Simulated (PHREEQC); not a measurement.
Copper plating or etch bath (model solution)

A solution holds 0.038 mol CuSO4, 0.0001 mol HNO3 and 9.2e-05 mol KCl per kg of water, at 25 °C. Closed to the air; pH follows from the charge balance.

All values are PHREEQC results (ion-association model, phreeqc.dat), not measurements.

Each row changes one thing in this solution. This is a speciation only: nothing precipitates in the calculation.

```json
[
 {"case": "as made", "pH": "4.31", "ionic strength (mol/kgw)": "0.0890", "Cu+2 (mol/kgw)": "0.0222", "SO4-2 (mol/kgw)": "0.0222", "CuSO4 (mol/kgw)": "0.0158", "HSO4- (mol/kgw)": "5.17e-5"},
 {"case": "CuSO4 from 0.038 to 0.19 mol/kgw", "pH": "4.33", "ionic strength (mol/kgw)": "0.364", "Cu+2 (mol/kgw)": "0.0909", "SO4-2 (mol/kgw)": "0.0909", "CuSO4 (mol/kgw)": "0.0990", "HSO4- (mol/kgw)": "0.000133"},
 {"case": "0.04 mol/kgw Na2SO4 added", "pH": "4.47", "ionic strength (mol/kgw)": "0.182", "Cu+2 (mol/kgw)": "0.0186", "SO4-2 (mol/kgw)": "0.0526", "CuSO4 (mol/kgw)": "0.0194", "HSO4- (mol/kgw)": "6.98e-5"},
 {"case": "KCl from 9.2e-05 to 0.00046 mol/kgw", "pH": "4.31", "ionic strength (mol/kgw)": "0.0894", "Cu+2 (mol/kgw)": "0.0222", "SO4-2 (mol/kgw)": "0.0222", "CuSO4 (mol/kgw)": "0.0158", "HSO4- (mol/kgw)": "5.17e-5"},
 {"case": "KCl left out", "pH": "4.31", "ionic strength (mol/kgw)": "0.0888", "Cu+2 (mol/kgw)": "0.0222", "SO4-2 (mol/kgw)": "0.0222", "CuSO4 (mol/kgw)": "0.0158", "HSO4- (mol/kgw)": "5.18e-5"},
 {"case": "HNO3 from 0.0001 to 0.00011 mol/kgw", "pH": "4.28", "ionic strength (mol/kgw)": "0.0890", "Cu+2 (mol/kgw)": "0.0222", "SO4-2 (mol/kgw)": "0.0222", "CuSO4 (mol/kgw)": "0.0158", "HSO4- (mol/kgw)": "5.58e-5"}
]
```

Complexes and solids missing from the database can't appear.
